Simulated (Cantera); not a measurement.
Charge: 1 mol PbO, 160 mol H2, 0.23 mol H2O, at 2.20 mbar.

Method: chemical equilibrium by Gibbs-energy minimisation in Cantera with the NASA 1993 tables (ideal gas, pure condensed phases). Candidate condensed phases: H2O, Pb, PbO, PbO2, Pb3O4; 12 gas species. The numbers say what is thermodynamically allowed, not how fast it happens. All values below are at 1000 °C.

Base state: H2 0.986, H2O 0.00763, Pb 0.00620, H 1.51e-5 (mole fractions); condensed: gas only.

**Question.** What changes in the equilibrium state with this change: PbO replaced by V2O3?

**Answer.** 
```
species        before    after
------------  -------  -------
H2              0.986    0.999
H2O           0.00763  0.00144
H             1.51e-5  1.52e-5
Pb            0.00620        0
V2O3(s), mol        0     1.00
```
Condensed phases not in the tables: the oxides between V2O3 and V2O5 other than VO2. Further candidate phases: V, VO, V2O3, V2O4, V2O5.
